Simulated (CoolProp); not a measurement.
Vapour-liquid equilibrium of acetone (1) + ethanol (2) at 429.1 K; x and y are mole fractions of (1).

Values from CoolProp's multi-fluid Helmholtz-energy mixture model, Lemmon 2006 and Schroeder 2014; pair parameters Bell 2016.

```tsv
x	bubble pressure, mixture model (MPa)	bubble pressure, Raoult's law (MPa)	y, mixture model	y, Raoult's law
0.05	1.177	1.147	[?]	0.056
0.125	1.224	1.158	0.170	0.138
0.2	[?]	1.168	0.253	0.219
0.275	1.294	1.179	0.328	0.299
0.35	1.318	1.190	[?]	0.377
0.425	1.336	1.200	0.460	0.454
0.5	1.349	1.211	0.523	0.529
0.575	1.356	1.221	0.584	0.603
0.65	1.357	1.232	0.647	0.676
0.725	[?]	1.243	[?]	0.748
0.8	1.343	1.253	0.782	0.818
0.875	[?]	1.264	0.857	0.887
0.95	[?]	1.275	0.940	0.955
```

Q: Some entries are withheld; supply them.

A: 
- 0.05, y, mixture model: 0.074
- 0.2, bubble pressure, mixture model (MPa): 1.263
- 0.35, y, mixture model: 0.396
- 0.725, bubble pressure, mixture model (MPa): 1.353
- 0.725, y, mixture model: 0.713
- 0.875, bubble pressure, mixture model (MPa): 1.326
- 0.95, bubble pressure, mixture model (MPa): 1.302

The largest gap from Raoult's law is +11.4 % in bubble pressure, at x = 0.5. y crosses x between x = 0.575 and 0.65: the model has an azeotrope there.

Pair parameters are fitted to limited data, so mixtures are less certain than the pure fluids.
